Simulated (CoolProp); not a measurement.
Sulfur hexafluoride along the isotherm 154.65 °C: fugacity coefficient from the reference equation and from simpler models built on Tc = 45.6 °C, pc = 3.755 MPa, ω = 0.210; each cubic takes its own stable root.

Values from CoolProp's reference Helmholtz-energy equation of state, Guder 2009.

| p (MPa) | phase | reference |
|---|---|---|
| 0.512 | gas | 0.9840 |
| 1.02 | gas | 0.9683 |
| 1.54 | gas | 0.9525 |
| 2.05 | gas | 0.9373 |
| 2.56 | gas | 0.9223 |
| 3.07 | gas | 0.9076 |
| 3.58 | gas | 0.8932 |
| 4.1 | supercritical | 0.8787 |
| 4.61 | supercritical | 0.8649 |
| 5.12 | supercritical | 0.8513 |
| 5.63 | supercritical | 0.8381 |

**Question.** How far does each simpler model (van der Waals, Redlich-Kwong, Soave-Redlich-Kwong) lie from the reference over these 11 states: mean and median of the absolute difference, and the worst?

**Answer.** 
- van der Waals: mean 2.3 %, median 2.2 %, worst -4.7 % at 154.65 °C and 5.63 MPa
- Redlich-Kwong: mean 1.8 %, median 1.8 %, worst -3.3 % at 154.65 °C and 5.63 MPa
- Soave-Redlich-Kwong: mean 0.4 %, median 0.3 %, worst +0.8 % at 154.65 °C and 5.63 MPa
